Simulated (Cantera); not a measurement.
Charge: 1 mol HMDSO, 0.15 mol NO, 27 mol N₂, held at 10.0 mbar.

Method: chemical equilibrium by Gibbs-energy minimisation in Cantera with the NASA 1993 tables (ideal gas, pure condensed phases). Candidate condensed phases: C, C₆H₆, C₇H₈, C₈H₁₈, H₂O, Si, SiC, SiO₂, Si₂N₂O, Si₃N₄; 151 gas species. The feed counts by its element totals alone. Mutual solubility and eutectic melting of coexisting phases are not modelled. Kinetics and transport are ignored.

Task: Which condensed phases are stable at each of these points (T (K)): 1373, 1398, 1423, 1448, 1473, 1498, 1523, 1548, 1573, 1598?

Result: 
| T (K) | condensed phases | Si condensed (%) |
|---|---|---|
| 1373 | C(graphite) + Si₂N₂O(s) | 100.0 |
| 1398 | C(graphite) + Si₂N₂O(s) | 100.0 |
| 1423 | C(graphite) + Si₂N₂O(s) | 100.0 |
| 1448 | C(graphite) + SiC(s) + Si₂N₂O(s) | 100.0 |
| 1473 | C(graphite) + SiC(s) + Si₂N₂O(s) | 100.0 |
| 1498 | C(graphite) + SiC(s) | 99.9 |
| 1523 | C(graphite) + SiC(s) | 99.9 |
| 1548 | C(graphite) + SiC(s) | 99.9 |
| 1573 | C(graphite) + SiC(s) | 99.8 |
| 1598 | C(graphite) + SiC(s) | 99.8 |

From 1373 K to 1423 K the condensed part is C(graphite) + Si₂N₂O(s). From 1448 K to 1473 K the condensed part is C(graphite) + SiC(s) + Si₂N₂O(s). From 1498 K to 1598 K the condensed part is C(graphite) + SiC(s).
